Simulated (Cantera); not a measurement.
A Cantera script and what it prints.

```python
import numpy as np
import cantera as ct

gas_names = [...]  # 140 gases of nasa_gas.yaml made of C, Fe, H, N, O
cond_names = """
    C(gr) C6H6(L) C7H8(L) C8H18(L),n-octa Fe(a) Fe(c) Fe(d) Fe(L) FeC5O5(L) FeO(s) FeO(L) Fe(OH)2(s)
    Fe(OH)3(s) Fe2O3(s) Fe3O4(s) H2O(s) H2O(L)
""".split()


# ... load() reads the species with a 1 bar reference pressure and builds the phases ...
atoms = {
    'Fe': {'Fe': 1},
    'CO2': {'C': 1, 'O': 2},
    'CO': {'C': 1, 'O': 1},
    'NH3': {'N': 1, 'H': 3},
}
top_T = {'C(gr)': 4500, 'Fe2O3(s)': 1830, 'Fe3O4(s)': 1870}  # K; cautious upper limits of use, not melting points


# ... equilibrate(T, P, feed) seeds the gas with the atoms and calls Mixture.equilibrate('TP', solver="vcs", rtol=1e-11, max_steps=5000) ...
results = []
T = 1123.15  # K
P = 100000  # Pa
for m in [0.22, 0.34, 0.53, 0.84, 1.3, 2.1, 3.2, 5.1, 8]:
    feed = {'Fe': 1, 'CO2': 3, 'CO': 61, 'NH3': m}  # mol
    mix = equilibrate(T, P, feed)
    results.append((T, P, feed, dict(zip(mix.species_names, mix.species_moles))))
    x = sorted(zip(gas.X, gas.species_names), reverse=True)
    print(f"T = {T:g} K  P = {P:g} Pa  n(NH3) = {m:g} mol  gas = {mix.phase_moles(0):.4g} mol")
    print("   x: " + "  ".join(f"{s} {v:.3e}" for v, s in x if v > 1e-05))
    print("   condensed (mol): " + ("  ".join(f"{mix.phase(i).name} {mix.phase_moles(i):.4g}"
          for i in range(1, mix.n_phases) if mix.phase_moles(i) > 1e-12) or "none"))
```

Result:

```
T = 1123.15 K  P = 100000 Pa  n(NH3) = 0.22 mol  gas = 64.01 mol
   x: CO 9.399e-01  CO2 5.321e-02  H2 4.853e-03  N2 1.718e-03  H2O 3.004e-04
   condensed (mol): C(gr) 0.4256  Fe(a) 1
T = 1123.15 K  P = 100000 Pa  n(NH3) = 0.34 mol  gas = 64.26 mol
   x: CO 9.366e-01  CO2 5.284e-02  H2 7.473e-03  N2 2.646e-03  H2O 4.610e-04
   condensed (mol): C(gr) 0.4246  Fe(a) 1
T = 1123.15 K  P = 100000 Pa  n(NH3) = 0.53 mol  gas = 64.64 mol
   x: CO 9.314e-01  CO2 5.225e-02  H2 1.158e-02  N2 4.100e-03  H2O 7.104e-04
   condensed (mol): C(gr) 0.4229  Fe(a) 1
T = 1123.15 K  P = 100000 Pa  n(NH3) = 0.84 mol  gas = 65.26 mol
   x: CO 9.230e-01  CO2 5.131e-02  H2 1.818e-02  N2 6.436e-03  H2O 1.105e-03
   condensed (mol): C(gr) 0.42  Fe(a) 1
T = 1123.15 K  P = 100000 Pa  n(NH3) = 1.3 mol  gas = 66.18 mol
   x: CO 9.108e-01  CO2 4.997e-02  H2 2.775e-02  N2 9.821e-03  H2O 1.665e-03  CH4 2.258e-05
   condensed (mol): C(gr) 0.4154  Fe(a) 1
T = 1123.15 K  P = 100000 Pa  n(NH3) = 2.1 mol  gas = 67.79 mol
   x: CO 8.903e-01  CO2 4.775e-02  H2 4.379e-02  N2 1.549e-02  H2O 2.568e-03  CH4 5.621e-05
   condensed (mol): C(gr) 0.4069  Fe(a) 1
T = 1123.15 K  P = 100000 Pa  n(NH3) = 3.2 mol  gas = 69.99 mol
   x: CO 8.637e-01  H2 6.466e-02  CO2 4.494e-02  N2 2.286e-02  H2O 3.678e-03  CH4 1.225e-04
   condensed (mol): C(gr) 0.394  Fe(a) 1
T = 1123.15 K  P = 100000 Pa  n(NH3) = 5.1 mol  gas = 73.79 mol
   x: CO 8.214e-01  H2 9.782e-02  CO2 4.064e-02  N2 3.456e-02  H2O 5.292e-03  CH4 2.805e-04
   condensed (mol): C(gr) 0.3686  Fe(a) 1
T = 1123.15 K  P = 100000 Pa  n(NH3) = 8 mol  gas = 79.58 mol
   x: CO 7.644e-01  H2 1.424e-01  N2 5.026e-02  CO2 3.519e-02  H2O 7.170e-03  CH4 5.946e-04
   condensed (mol): C(gr) 0.3237  Fe(a) 1
```

Equilibrium computed with Cantera from the NASA thermochemical tables; the gas is ideal and each condensed phase is pure. Condensed phases not in the tables: cementite and carbon dissolved in iron.
